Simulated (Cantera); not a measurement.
Cantera run:

```python
import numpy as np
import cantera as ct

gas_names = """
    Cu CuF CuF2 Cu2 F F2 H HF H2 H2F2 H3F3 H4F4 H5F5 H6F6 H7F7
""".split()
cond_names = """
    Cu(cr) Cu(L) CuF2(s) CuF2(L)
""".split()


# ... load() reads the species with a 1 bar reference pressure and builds the phases ...
atoms = {
    'Cu': {'Cu': 1},
    'F2': {'F': 2},
    'H2': {'H': 2},
}
top_T = {}  # K; cautious upper limits of use, not melting points


# ... equilibrate(T, P, feed) seeds the gas with the atoms and calls Mixture.equilibrate('TP', solver="vcs", rtol=1e-11, max_steps=5000) ...
results = []
feed = {'Cu': 1, 'F2': 1.6, 'H2': 16}  # mol
P = 110  # Pa
for T in [675, 775, 875, 975, 1075, 1175, 1275, 1375, 1475]:
    mix = equilibrate(T, P, feed)
    results.append((T, P, feed, dict(zip(mix.species_names, mix.species_moles))))
    x = sorted(zip(gas.X, gas.species_names), reverse=True)
    print(f"T = {T:g} K  P = {P:g} Pa  gas = {mix.phase_moles(0):.4g} mol")
    print("   x: " + "  ".join(f"{s} {v:.3e}" for v, s in x if v > 0.001))
    print("   condensed (mol): " + ("  ".join(f"{mix.phase(i).name} {mix.phase_moles(i):.4g}"
          for i in range(1, mix.n_phases) if mix.phase_moles(i) > 1e-12) or "none"))
```

It prints:

```
T = 675 K  P = 110 Pa  gas = 17.6 mol
   x: H2 8.182e-01  HF 1.818e-01
   condensed (mol): Cu(cr) 1
T = 775 K  P = 110 Pa  gas = 17.6 mol
   x: H2 8.182e-01  HF 1.818e-01
   condensed (mol): Cu(cr) 1
T = 875 K  P = 110 Pa  gas = 17.6 mol
   x: H2 8.182e-01  HF 1.818e-01
   condensed (mol): Cu(cr) 1
T = 975 K  P = 110 Pa  gas = 17.6 mol
   x: H2 8.182e-01  HF 1.818e-01
   condensed (mol): Cu(cr) 1
T = 1075 K  P = 110 Pa  gas = 17.6 mol
   x: H2 8.182e-01  HF 1.818e-01
   condensed (mol): Cu(cr) 1
T = 1175 K  P = 110 Pa  gas = 17.6 mol
   x: H2 8.182e-01  HF 1.818e-01
   condensed (mol): Cu(cr) 0.9999
T = 1275 K  P = 110 Pa  gas = 17.6 mol
   x: H2 8.181e-01  HF 1.818e-01
   condensed (mol): Cu(cr) 0.9986
T = 1375 K  P = 110 Pa  gas = 17.61 mol
   x: H2 8.175e-01  HF 1.817e-01
   condensed (mol): Cu(L) 0.9866
T = 1475 K  P = 110 Pa  gas = 17.69 mol
   x: H2 8.139e-01  HF 1.808e-01  Cu 4.872e-03
   condensed (mol): Cu(L) 0.9128
```

These are equilibrium values from Cantera (NASA tables, ideal gas, pure condensed phases), not measurements of a reactor.
